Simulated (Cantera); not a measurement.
What does this Cantera script print?

```python
import numpy as np
import cantera as ct

gas_names = """
    CL CL2 H HCL H2 N NH NH2 NH3 N2 N2H2 N2H4 Si SiCL SiCL2 SiCL3 SiCL4 SiH SiHCL3 SiH2 SiH2CL2 SiH3
    SiH3CL SiH4 SiN Si2 Si2N Si3
""".split()
cond_names = """
    NH4CL(a) NH4CL(b) Si(cr) Si(L) Si3N4(a)
""".split()


# ... load() reads the species with a 1 bar reference pressure and builds the phases ...
atoms = {
    'Si2Cl6': {'Si': 2, 'CL': 6},
    'NH3': {'N': 1, 'H': 3},
    'H2': {'H': 2},
}
top_T = {'Si3N4(a)': 2400}  # K; cautious upper limits of use, not melting points


# ... equilibrate(T, P, feed) seeds the gas with the atoms and calls Mixture.equilibrate('TP', solver="vcs", rtol=1e-11, max_steps=5000) ...
results = []
feed = {'Si2Cl6': 1, 'NH3': 36, 'H2': 15}  # mol
P = 10000  # Pa
for T in [825, 975, 1125, 1275, 1425, 1575, 1725, 1875, 2025]:
    mix = equilibrate(T, P, feed)
    results.append((T, P, feed, dict(zip(mix.species_names, mix.species_moles))))
    x = sorted(zip(gas.X, gas.species_names), reverse=True)
    print(f"T = {T:g} K  P = {P:g} Pa  gas = {mix.phase_moles(0):.4g} mol")
    print("   x: " + "  ".join(f"{s} {v:.3e}" for v, s in x if v > 0.001))
    print("   condensed (mol): " + ("  ".join(f"{mix.phase(i).name} {mix.phase_moles(i):.4g}"
          for i in range(1, mix.n_phases) if mix.phase_moles(i) > 1e-12) or "none"))
```

It prints:

```
T = 825 K  P = 10000 Pa  gas = 88.66 mol
   x: H2 7.444e-01  N2 1.880e-01  HCL 6.752e-02
   condensed (mol): Si3N4(a) 0.6655
T = 975 K  P = 10000 Pa  gas = 88.66 mol
   x: H2 7.444e-01  N2 1.880e-01  HCL 6.760e-02
   condensed (mol): Si3N4(a) 0.6661
T = 1125 K  P = 10000 Pa  gas = 88.67 mol
   x: H2 7.444e-01  N2 1.880e-01  HCL 6.762e-02
   condensed (mol): Si3N4(a) 0.6663
T = 1275 K  P = 10000 Pa  gas = 88.67 mol
   x: H2 7.444e-01  N2 1.880e-01  HCL 6.760e-02
   condensed (mol): Si3N4(a) 0.666
T = 1425 K  P = 10000 Pa  gas = 88.67 mol
   x: H2 7.444e-01  N2 1.880e-01  HCL 6.735e-02
   condensed (mol): Si3N4(a) 0.6624
T = 1575 K  P = 10000 Pa  gas = 88.73 mol
   x: H2 7.448e-01  N2 1.885e-01  HCL 6.563e-02
   condensed (mol): Si3N4(a) 0.638
T = 1725 K  P = 10000 Pa  gas = 88.94 mol
   x: H2 7.461e-01  N2 1.902e-01  HCL 5.900e-02  SiCL2 4.105e-03
   condensed (mol): Si3N4(a) 0.5424
T = 1875 K  P = 10000 Pa  gas = 90.1 mol
   x: H2 7.407e-01  N2 1.998e-01  HCL 4.849e-02  SiCL2 8.870e-03  H 1.784e-03
   condensed (mol): Si(L) 1.172
T = 2025 K  P = 10000 Pa  gas = 90.32 mol
   x: H2 7.362e-01  N2 1.993e-01  HCL 4.999e-02  SiCL2 7.898e-03  H 5.222e-03
   condensed (mol): Si(L) 1.18
```

Cantera equilibrium calculation (NASA polynomials, part measured and part estimated; ideal gas, pure solids and liquids). The feed counts by its element totals alone. The tables' values for SiCl, SiCl3, SiN are old estimates; treat these amounts as uncertain. Gases not in the tables: Si2H6 and higher silanes.
